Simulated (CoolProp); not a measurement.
Sulfur dioxide along the isotherm 411.2 K: density (kg/m³) from the reference equation and from simpler models built on Tc = 430.6 K, pc = 7887 kPa, ω = 0.256; each cubic takes its own stable root.

Computed with CoolProp (reference Helmholtz-energy equation of state, Gao 2016).

```
p (kPa)   phase  reference
-------  ------  ---------
1310        gas      26.44
2630        gas      58.20
3940        gas      98.50
5260        gas      160.0
6570     liquid      923.9
7890     liquid      952.1
9200     liquid      973.6
10500    liquid      991.2
11800    liquid       1006
```

**Question.** How far does each simpler model (van der Waals, Redlich-Kwong, Soave-Redlich-Kwong, Peng-Robinson) lie from the reference over these 9 states: mean and median of the absolute difference, and the worst?

**Answer.** 
- van der Waals: mean 23.2 %, median 34.6 %, worst -41.2 % at 411.2 K and 6570 kPa
- Redlich-Kwong: mean 11.6 %, median 16.7 %, worst -22.1 % at 411.2 K and 6570 kPa
- Soave-Redlich-Kwong: mean 9.7 %, median 14.8 %, worst -18.1 % at 411.2 K and 6570 kPa
- Peng-Robinson: mean 3.6 %, median 4.5 %, worst -7.9 % at 411.2 K and 6570 kPa
